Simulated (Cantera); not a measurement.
Input: 1 mol Si₂Cl₆, 0.13 mol Cl₂, 250 mol H₂, equilibrated at 140 Pa.

Equilibrium computed with Cantera from the NASA thermochemical tables; the gas is ideal and each condensed phase is pure. Candidate condensed phases: Si; 19 gas species. The feed counts by its element totals alone. Kinetics and transport are ignored.

Over these rows the condensed part is Si(s). Partial pressures as log10 of bar:

```tsv
T (K)	1000/T (1/K)	log p SiCl₄	log p H₂	log p HCl
1100	0.9091	-6.98	-2.86	-4.51
1125	0.8889	-7.27	-2.86	-4.51
1150	0.8696	-7.55	-2.86	-4.51
1175	0.8511	-7.82	-2.86	-4.51
1200	0.8333	-8.08	-2.86	-4.51
1225	0.8163	?	-2.86	-4.51
```

Q: Fit log p(SiCl₄) = a + b·(1000/T) to the five rows, give the apparent enthalpy, and predict the row at 1225 K.

A: Means: 1000/T = 0.8704, log p = -7.540. Sxy = 0.052113, Sxx = 0.0035895, so b = 14.52 and a = -7.540 − (14.52)×0.8704 = -20.18.
Apparent enthalpy: −19.145 × (14.52) = -278 kJ/mol. With the condensed phases at unit activity, Si(s) + 4 HCl(g) = SiCl₄(g) + 2 H₂(g) links this pressure to the main gases: over the six rows their terms move log p by +0.00 in all, so the slope is close to that reaction's ΔH°. The five rows lie within 0.01 of the line.
Prediction at 1225 K: -20.18 + (14.52)×0.8163 = -8.33. The computed value is -8.33, 0.00 from the line.
